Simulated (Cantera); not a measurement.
An isothermal, constant-pressure homogeneous reactor starts with NO : N2 = 2.1 : 0.35 (molar parts), at 1775 K and 0.670 bar.

Model: GRI-Mech 3.0 (53 species, 325 reactions), integrated in Cantera.

x: mole fraction; the columns are a selection and need not sum to one.

```json
[
 {"t (s)": "2.00e-6", "x NO": "0.857", "x N2": "0.143", "x NO2": "8.62e-9", "x N2O": "1.81e-7", "x O": "1.73e-7", "x O2": "4.50e-11"},
 {"t (s)": "1.38e-5", "x NO": "0.857", "x N2": "0.143", "x NO2": "3.40e-7", "x N2O": "1.25e-6", "x O": "9.13e-7", "x O2": "1.81e-9"},
 {"t (s)": "9.49e-5", "x NO": "0.857", "x N2": "0.143", "x NO2": "6.71e-6", "x N2O": "8.50e-6", "x O": "2.01e-6", "x O2": "4.65e-8"},
 {"t (s)": "0.000654", "x NO": "0.857", "x N2": "0.143", "x NO2": "[?]", "x N2O": "[?]", "x O": "[?]", "x O2": "[?]"},
 {"t (s)": "0.00451", "x NO": "0.856", "x N2": "0.143", "x NO2": "0.000310", "x N2O": "0.000223", "x O": "1.09e-5", "x O2": "0.000144"},
 {"t (s)": "0.0311", "x NO": "0.851", "x N2": "0.145", "x NO2": "0.000414", "x N2O": "0.000294", "x O": "1.39e-5", "x O2": "0.00252"},
 {"t (s)": "0.214", "x NO": "0.818", "x N2": "0.162", "x NO2": "0.000619", "x N2O": "0.000269", "x O": "2.06e-5", "x O2": "0.0188"},
 {"t (s)": "1.47", "x NO": "0.640", "x N2": "0.251", "x NO2": "0.00101", "x N2O": "0.000160", "x O": "4.05e-5", "x O2": "0.108"},
 {"t (s)": "10.2", "x NO": "[?]", "x N2": "[?]", "x NO2": "[?]", "x N2O": "[?]", "x O": "[?]", "x O2": "[?]"},
 {"t (s)": "70.0", "x NO": "0.0215", "x N2": "0.561", "x NO2": "6.54e-5", "x N2O": "3.44e-7", "x O": "7.61e-5", "x O2": "0.418"}
]
```

Problem. Some entries are withheld; supply them.

Solution. 
- 0.000654, x NO2: 5.89e-5
- 0.000654, x N2O: 5.39e-5
- 0.000654, x O: 3.74e-6
- 0.000654, x O2: 1.55e-6
- 10.2, x NO: 0.224
- 10.2, x N2: 0.459
- 10.2, x NO2: 0.000593
- 10.2, x N2O: 1.89e-5
- 10.2, x O: 6.66e-5
- 10.2, x O2: 0.316
